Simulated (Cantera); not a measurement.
Feed: 1 mol Si(CH3)4, 0.017 mol C3H8, 1.1 mol H2, 0.52 mol C2H2, equilibrated at 1.33 mbar.

Cantera equilibrium calculation (NASA polynomials, part measured and part estimated; ideal gas, pure solids and liquids). Candidate condensed phases: C, C6H6, C7H8, C8H18, Si, SiC; 87 gas species. Gases not in the tables: Si2H6 and higher silanes. Kinetics and transport are ignored.

Task: Which condensed phases are stable at each of these points (T (K)): 1200, 1350, 1500, 1650, 1800, 1950, 2100, 2250, 2400?

Result: 
```tsv
T (K)	condensed phases	Si condensed (%)
1200	C(graphite) + SiC(s)	100.0
1350	C(graphite) + SiC(s)	100.0
1500	C(graphite) + SiC(s)	100.0
1650	C(graphite) + SiC(s)	100.0
1800	C(graphite) + SiC(s)	100.0
1950	C(graphite) + SiC(s)	99.3
2100	C(graphite) + SiC(s)	92.6
2250	C(graphite) + SiC(s)	36.0
2400	C(graphite)	0.0
```

From 1200 K to 2250 K the condensed part is C(graphite) + SiC(s). At 2400 K the condensed part is C(graphite).
